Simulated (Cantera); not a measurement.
Charge: 1 mol Si, 1.2 mol Cl2, 1.5 mol NF3, at 1625 K and 0.440 bar.

Cantera equilibrium calculation (NASA polynomials, part measured and part estimated; ideal gas, pure solids and liquids). Candidate condensed phases: Si, Si3N4; 24 gas species. The numbers say what is thermodynamically allowed, not how fast it happens.

Base state: SiF4 0.294, Cl2 0.244, N2 0.221, ClF 0.123, Cl 0.0946, F 0.0235, F2 1.17e-5 (mole fractions); condensed: gas only.

**Question.** What changes in the equilibrium state with this change: temperature from 1625 K to 1373.15 K?

**Answer.** 
```csv
species,before,after
SiF4,0.294,0.309
Cl2,0.244,0.286
N2,0.221,0.232
Cl,0.0946,0.0186
ClF,0.123,0.150
F,0.0235,0.00428
F2,1.17e-5,3.73e-6
```
